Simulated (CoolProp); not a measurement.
Vapour pressure (kPa) of R142b: the reference equation beside estimates from Tc = 410.3 K, pc = 4055 kPa, ω = 0.232.

Computed with CoolProp (reference Helmholtz-energy equation of state, Lemmon 2006). It is a short technical equation, of lower accuracy than the large ones.

```tsv
T (K)	reference	Lee-Kesler	van der Waals	Redlich-Kwong	Soave-Redlich-Kwong	Peng-Robinson
243.1	39.81	39.01	327.6	72.73	39.36	40.32
252.6	62.22	61.29	408.2	108.4	61.63	62.63
262.1	93.65	92.72	501.3	155.8	92.98	93.85
271.6	136.4	135.6	607.7	217.4	135.7	136.2
281.1	192.9	192.6	728.1	295.2	192.5	192.3
290.6	266.0	266.2	863.1	391.5	266.1	264.9
300.1	358.5	359.5	1014	508.5	359.5	356.8
309.7	474.8	476.8	1182	650.1	477.3	472.6
319.2	615.6	618.6	1365	815.4	620.4	613.3
328.7	785.4	789.4	1565	1008	793.4	783.5
338.2	987.7	992.4	1783	1230	999.8	986.9
347.7	1226	1231	2019	1482	1243	1227
357.2	1505	1510	2274	1768	1528	1509
366.7	1827	1834	2547	2089	1857	1836
376.2	2199	2206	2840	2447	2235	2214
```

Absolute difference from the reference over all 15 rows, mean and median: Lee-Kesler 0.6 and 0.4 %, van der Waals 225.3 and 148.9 %, Redlich-Kwong 40.7 and 36.9 %, Soave-Redlich-Kwong 0.9 and 0.9 %, Peng-Robinson 0.4 and 0.4 %.
